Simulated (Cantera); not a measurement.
# Equilibrium for aluminium nitride and oxide growth: AlCl₃ + O₂ + N₂ + N₂O

Input: 1 mol AlCl₃, 17 mol O₂, 3.2 mol N₂, 0.71 mol N₂O, held at 0.165 Torr.

Method: chemical equilibrium by Gibbs-energy minimisation in Cantera with the NASA 1993 tables (ideal gas, pure condensed phases). Candidate condensed phases: Al, AlCl₃, AlN, Al₂O₃; 24 gas species. Equilibrium is a limit: real reactors are often held back by kinetics, nucleation or transport.

```tsv
T (K)	x O₂	x N₂	x Cl	x O	n Al₂O₃(s)
1550	0.705	0.166	0.127	0.000443	0.500
1600	0.705	0.165	0.127	0.000821	0.500
1650	0.704	0.165	0.127	0.00146	0.500
1700	0.703	0.165	0.127	0.00253	0.500
1750	0.701	0.164	0.127	0.00422	0.500
1800	0.699	0.164	0.127	0.00686	0.500
1850	0.695	0.163	0.127	0.0108	0.500
1900	0.690	0.163	0.126	0.0167	0.500
1950	0.682	0.161	0.126	0.0251	0.500
2000	0.672	0.160	0.125	0.0370	0.500
2050	0.657	0.158	0.124	0.0532	0.499
```
x: gas mole fraction; n: condensed amount in mol.

From 1550 K to 2050 K the condensed part is Al₂O₃(s). The main Al-bearing gas is AlCl₃ at 1550 K and AlOCl at 2050 K.
